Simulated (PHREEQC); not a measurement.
**Metal-bearing waste water: speciation**

Make-up at 20 °C: 0.0022 mol/kgw FeSO4, 0.00018 mol/kgw NaHCO3 and 0.0068 mol/kgw Na2SO4. Closed to the air; pH follows from the charge balance.

Equilibrium calculation in PHREEQC: ion-association model, phreeqc.dat.

Each row changes one thing in this solution. No solid was allowed to form.

| case | pH | ionic strength (mol/kgw) | SO4-2 (mol/kgw) | NaSO4- (mol/kgw) | HSO4- (mol/kgw) |
|---|---|---|---|---|---|
| as made | 7.47 | 0.0262 | 0.00808 | 0.000290 | 1.52e-8 |
| Na2SO4 left out | 7.40 | 0.00777 | 0.00191 | 1.16e-6 | 5.10e-9 |
| NaHCO3 left out | 6.42 | 0.0261 | 0.00808 | 0.000286 | 1.72e-7 |
| FeSO4 from 0.0022 to 0.0044 mol/kgw | 7.33 | 0.0322 | (withheld) | 0.000325 | 2.42e-8 |
| FeSO4 from 0.0022 to 0.00198 mol/kgw | 7.50 | 0.0256 | (withheld) | 0.000286 | (withheld) |
| FeSO4 replaced by Fe2(SO4)3 at the same molality | 3.19 | 0.0305 | 0.00928 | 0.000320 | 0.000327 |
| diluted 2-fold with water | 7.48 | 0.0135 | 0.00418 | 8.72e-5 | 8.57e-9 |

Task: Complete the blanks.

Result: 
- FeSO4 from 0.0022 to 0.0044 mol/kgw, SO4-2 (mol/kgw): 0.00956
- FeSO4 from 0.0022 to 0.00198 mol/kgw, SO4-2 (mol/kgw): 0.00793
- FeSO4 from 0.0022 to 0.00198 mol/kgw, HSO4- (mol/kgw): 1.42e-8

Species that the database lacks are ignored. Some of these states are supersaturated (in Siderite, Fe(OH)3(a), Hematite (slow to form), for instance).
